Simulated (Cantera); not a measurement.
Charge: 1 mol FeS2, 0.28 mol SO3, 0.1 mol H2O, 0.38 mol H2S, at 1300 Pa.

Method: chemical equilibrium by Gibbs-energy minimisation in Cantera with the NASA 1993 tables (ideal gas, pure condensed phases). Candidate condensed phases: Fe, FeO, Fe(OH)2, Fe(OH)3, FeS, FeSO4, FeS2, Fe2O3, Fe2(SO4)3, Fe3O4, H2O, H2SO4, S; 22 gas species. FeS: taken at fixed stoichiometry. Gases not in the tables: S3 to S7. The numbers say what is thermodynamically allowed, not how fast it happens.

x: gas mole fraction; n: condensed amount in mol.

```csv
T (K),x S2,x H2O,x SO2,x H2,x SO,x H2S,x SH,n FeS(s),n FeS(l)
1198,0.471,0.286,0.186,0.0188,0.000781,0.0332,…,1.00,0
1248,0.470,0.283,0.186,0.0244,0.00127,0.0300,…,1.00,0
1298,0.469,0.278,0.187,0.0308,0.00201,0.0271,…,1.00,0
1348,0.468,0.273,0.189,0.0380,0.00305,0.0244,…,1.00,0
1398,0.465,0.266,0.190,0.0460,0.00451,0.0221,…,1.000,0
1448,0.462,0.258,0.192,0.0545,0.00649,0.0199,…,1.000,0
1498,0.459,0.250,0.194,0.0634,0.00911,0.0180,…,0,1.000
1548,0.454,0.240,0.196,0.0727,0.0125,0.0162,…,0,1.000
1598,0.449,0.231,0.197,0.0822,0.0168,0.0146,…,0,1.000
1648,0.444,0.220,0.198,0.0916,0.0221,0.0132,…,0,1.000
1698,0.437,0.210,0.198,0.101,0.0286,0.0119,…,0,1.000
1748,0.430,0.199,0.198,0.110,0.0364,0.0107,…,0,1.000
1798,0.421,0.188,0.197,0.119,0.0455,0.00959,…,0,0.999
```

Fill in the missing entries.


- 1198, x SH: 0.000339
- 1248, x SH: 0.000521
- 1298, x SH: 0.000771
- 1348, x SH: 0.00110
- 1398, x SH: 0.00153
- 1448, x SH: 0.00208
- 1498, x SH: 0.00274
- 1548, x SH: 0.00354
- 1598, x SH: 0.00448
- 1648, x SH: 0.00557
- 1698, x SH: 0.00681
- 1748, x SH: 0.00819
- 1798, x SH: 0.00971
